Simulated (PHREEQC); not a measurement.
0.021 g of hydrous ferric oxide (600 m²/g; 0.2 weak and 0.005 strong sites per Fe, Dzombak-Morel constants, diffuse double layer) in 1 kg of water with 0.005 mol/kgw of an inert sodium salt and 8.5e-07 mol/kgw ZnCl2, at 25 °C; the pH is set by adding NaOH or the inert anion's acid. O2 is buffered at 0.21 atm. No CO2 enters from the air. Nothing may precipitate in this run.

Model: ion-association model, wateq4f.dat, run in PHREEQC.

| pH | Zn sorbed (%) | surface charge σ (C/m²) | surface potential ψ (mV) |
|---|---|---|---|
| 4 | 0.0 | 0.182 | 194 |
| 4.5 | 0.0 | 0.131 | 177 |
| 5 | 0.1 | 0.090 | 158 |
| 6 | 7.1 | 0.038 | 114 |
| 6.5 | 34.3 | 0.023 | 89 |
| 7 | 75.2 | 0.013 | 63 |
| 7.5 | 95.4 | 0.006 | 36 |
| 8 | 99.4 | 0.001 | 8 |
| 9 | 99.9 | -0.009 | -48 |
| 9.5 | 99.9 | -0.017 | -75 |
| 10 | 99.9 | -0.029 | -101 |

Species that the database lacks are ignored.
